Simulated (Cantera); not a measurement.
A closed system holds: 1 mol Pb, 3.8 mol CO, 21 mol N₂, 8.6 mol H₂, at 1050 K and 1.40 bar.

Method: chemical equilibrium by Gibbs-energy minimisation in Cantera with the NASA 1993 tables (ideal gas, pure condensed phases). Candidate condensed phases: C, C₆H₆, C₇H₈, C₈H₁₈, H₂O, Pb, PbO, PbO₂, Pb₃O₄; 139 gas species. Rates play no part.

**Question.** What is the equilibrium state?

**Answer.** x(N₂): 0.638
x(H₂): 0.245
x(CO): 0.103
x(H₂O): 0.00640
x(CH₄): 0.00481
x(CO₂): 0.00316
x(NH₃): 5.75e-5
x(Pb): 3.32e-5
x(HCN): 4.40e-6
n(C(graphite)): 0.156 mol
n(Pb(l)): 0.999 mol
gas amount: 32.93 mol
log10 activity of PbO₂(s) (absent): -18.63
